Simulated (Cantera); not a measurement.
An isothermal, constant-pressure homogeneous reactor starts with 3.45 % CH4, 96.6 % H2, at 2023 K and 50.0 Pa.

Computed with Cantera and GRI-Mech 3.0 (53 species, 325 reactions). GRI-Mech 3.0 stops at C3 and has no aromatics, soot or wall deposition, so with more carbon than oxygen in the feed, carbon stays in small species such as C2H2 where larger ones or solid carbon would form. Radical loss at walls, strong at low pressure, is not modelled.

x: mole fraction; the columns are a selection and need not sum to one.

| t (s) | x CH4 | x H2 | x CH3 | x C2H2 | x C2H4 | x H |
|---|---|---|---|---|---|---|
| 8.00e-5 | 0.0345 | 0.966 | 1.65e-6 | <1e-12 | <1e-12 | 1.72e-6 |
| 0.000257 | 0.0345 | 0.966 | 5.15e-6 | <1e-12 | 1.45e-12 | 5.68e-6 |
| 0.000825 | 0.0345 | 0.965 | 1.56e-5 | <1e-12 | 8.36e-11 | 1.92e-5 |
| 0.00265 | 0.0344 | 0.965 | 4.74e-5 | 6.60e-11 | ___ | 6.42e-5 |
| 0.00851 | 0.0343 | 0.965 | 0.000149 | 8.50e-9 | ___ | 0.000209 |
| 0.0273 | 0.0340 | 0.965 | 0.000469 | 9.99e-7 | ___ | 0.000676 |
| 0.0878 | 0.0327 | 0.964 | 0.00144 | 9.10e-5 | ___ | 0.00217 |
| 0.282 | 0.0253 | 0.963 | 0.00301 | 0.00275 | ___ | 0.00587 |
| 0.906 | 0.00901 | 0.969 | 0.00162 | 0.0114 | ___ | 0.00889 |
| 2.91 | 0.00152 | 0.970 | 0.000387 | 0.0156 | ___ | 0.0126 |
| 9.34 | 0.000187 | 0.965 | 6.83e-5 | 0.0164 | ___ | 0.0180 |
| 30.0 | 1.94e-5 | 0.956 | 1.10e-5 | 0.0164 | ___ | 0.0275 |

Task: Fill in the missing entries.

Result: 
- 0.00265, x C2H4: 3.83e-9
- 0.00851, x C2H4: 1.37e-7
- 0.0273, x C2H4: 3.85e-6
- 0.0878, x C2H4: 5.59e-5
- 0.282, x C2H4: 0.000148
- 0.906, x C2H4: 3.49e-5
- 2.91, x C2H4: 2.27e-6
- 9.34, x C2H4: 3.78e-7
- 30.0, x C2H4: 1.97e-7
